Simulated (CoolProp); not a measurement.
Vapour-liquid equilibrium of R114 (1) + R113 (2) at 380.1 K; x and y are mole fractions of (1).

Model: multi-fluid Helmholtz-energy mixture model, Platzer 1990 and Marx 1992; pair parameters Bell 2016, in CoolProp. This equation is an older, rougher fit; its heat capacities, sound speeds and derivatives of the liquid may be far off and weren't checked against measurements.

**Question.** Give the bubble pressure and the first vapour's composition at x = 0.65, 0.8, 0.875. Is there an azeotrope?

**Answer.** x = 0.65: 1.198 MPa, y = 0.811; x = 0.8: 1.374 MPa, y = 0.898; x = 0.875: 1.465 MPa, y = 0.937. No azeotrope shows between x = 0.05 and 0.95.

Pair parameters are fitted to limited data, so mixtures are less certain than the pure fluids.
